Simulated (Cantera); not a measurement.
Feed: 1 mol B2O3, 1.8 mol O2, a varied amount of N2, at 0.200 bar.

These are equilibrium values from Cantera (NASA tables, ideal gas, pure condensed phases), not measurements of a reactor. Candidate condensed phases: B, BN, B2O3; 17 gas species. Equilibrium is a limit: real reactors are often held back by kinetics, nucleation or transport.

Stable condensed phases, one row left out:

```
T in °C \ n(N2) in mol
         4.5 6.2 8.5  12  16  22  30  40  55  75 100 140 190
   1877    A   A   A   A   A   A   A   A   A   A   A   A   A
   1827    A   A   A   A   A   A   A   A   A   A   A   A   A
   1777    A   A   A   A   A   A   A   A   A   A   A   A   A
   1677    B   A   A   A   A   A   A   A   A   A   A   A   A
   1627    B   B   B   B   A   A   A   A   A   A   A   A   A
   1577    B   B   B   B   B   B   A   A   A   A   A   A   A
   1527    B   B   B   B   B   B   B   B   A   A   A   A   A
   1477    B   B   B   B   B   B   B   B   B   B   B   A   A
   1427    B   B   B   B   B   B   B   B   B   B   B   B   B
   1377    B   B   B   B   B   B   B   B   B   B   B   B   B
   1327    B   B   B   B   B   B   B   B   B   B   B   B   B
   1277    B   B   B   B   B   B   B   B   B   B   B   B   B
   1227    B   B   B   B   B   B   B   B   B   B   B   B   B
```

A: gas only; B: B2O3.

Task: Give the row for 1727 °C.

Result: 4.5: gas only; 6.2: gas only; 8.5: gas only; 12: gas only; 16: gas only; 22: gas only; 30: gas only; 40: gas only; 55: gas only; 75: gas only; 100: gas only; 140: gas only; 190: gas only.
